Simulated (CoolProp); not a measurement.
Carbonyl sulfide at 293.15 K and 13.3 MPa is throttled through a valve to 1.72 MPa with no heat exchange. Each further row changes one setting.

The numbers come from the reference Helmholtz-energy equation of state, Lemmon 2006 in CoolProp. It is a short technical equation, of lower accuracy than the large ones.

```
case                       temperature change (K)  final phase  final density (kg/m³)
-------------------------  ----------------------  -----------  ---------------------
as stated                              (withheld)       liquid                   1000
outlet pressure 0.516 MPa              (withheld)   (withheld)                    101
outlet pressure 2.24 MPa                     +2.1       liquid                   1000
```

Question: Fill in the missing entries.

Answer: 
- as stated, temperature change (K): +2.2
- outlet pressure 0.516 MPa, temperature change (K): -27.6
- outlet pressure 0.516 MPa, final phase: two-phase, vapour fraction 0.140
